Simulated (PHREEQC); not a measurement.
A column of 1 m (30 cells, dispersivity 0.035 m, 60 s a shift, diffusion coefficient 3e-10 m²/s) holds 0.079 eq of the database's cation exchanger X per kg of pore water, first in equilibrium with 0.002 mol MnCl2, 0.00075 mol Na2SO4 and 1e-05 mol HCl per kg of water. It is flushed with 0.003 mol/kgw MnCl2, 0.015 mol/kgw CaCl2 and 1e-05 mol/kgw HCl, at 25 °C. Values are for the last cell. The system is closed to CO2. Nothing may precipitate in this run.

Base run: PHREEQC, ion-association model, phreeqc.dat. Each further column changes one thing. The table gives Na in solution (mol/kgw).

```tsv
pore volumes	base	exchange capacity from 0.079 to 0.04 eq/kgw	dispersivity from 0.035 to 0.07 m
0	0.00150	0.00150	0.00150
0.95	0.00255	0.00188	0.00220
1.883	0.000272	7.10e-5	0.000404
2.583	1.57e-5	1.77e-6	6.68e-5
3.517	1.79e-7	8.66e-9	4.71e-6
4.45	1.49e-9	3.72e-11	3.01e-7
5.15	4.01e-11	6.02e-13	3.81e-8
6.083	3.23e-13	0	2.43e-9
7.017	0	0	1.55e-10
```
